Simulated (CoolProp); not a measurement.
A Linde-Hampson liquefier for methane: isothermal reversible compression at 230 K from 1 atm to 10 MPa, throttling to 1 atm, return gas leaving the recuperator 0 K below the feed. Each further row changes one setting.

Model: reference Helmholtz-energy equation of state, Setzmann 1991, in CoolProp.

```tsv
case	liquid yield per pass	compression work (kJ/kg of gas)
as stated	(withheld)	494
high pressure 20 MPa	(withheld)	(withheld)
warm-end temperature 260 K	(withheld)	(withheld)
warm-end gap 5 K	(withheld)	494
```

Question: Fill in the missing entries.

Answer: 
- as stated, liquid yield per pass: 0.283
- high pressure 20 MPa, liquid yield per pass: 0.397
- high pressure 20 MPa, compression work (kJ/kg of gas): 541
- warm-end temperature 260 K, liquid yield per pass: 0.172
- warm-end temperature 260 K, compression work (kJ/kg of gas): 582
- warm-end gap 5 K, liquid yield per pass: 0.273
